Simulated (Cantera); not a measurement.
Charge: 1 mol AlN, 7.6 mol H2, equilibrated at 1023 K and 16.0 Pa.

Method: chemical equilibrium by Gibbs-energy minimisation in Cantera with the NASA 1993 tables (ideal gas, pure condensed phases). Candidate condensed phases: Al, AlN; 13 gas species. Equilibrium is a limit: real reactors are often held back by kinetics, nucleation or transport.

Base state: H2 1.00 (mole fractions); condensed: AlN(s).

Question: What changes in the equilibrium state with this change: temperature from 1023 K to 1623 K?

Answer: 
```csv
species,before,after
H2,1.00,0.970
Al,<1e-9,0.0162
N2,<1e-9,0.00816
AlH,<1e-9,0.000156
H,3.27e-7,0.00538
"AlN(s), mol",1.00,0.873
```

Question: What changes in the equilibrium state with this change: temperature from 1023 K to 1650 K?

Answer: 
| species | before | after |
|---|---|---|
| H2 | 1.00 | 0.952 |
| Al | <1e-9 | 0.0270 |
| N2 | <1e-9 | 0.0136 |
| AlH | <1e-9 | 0.000236 |
| H | 3.27e-7 | 0.00701 |
| AlN(s), mol | 1.00 | 0.783 |
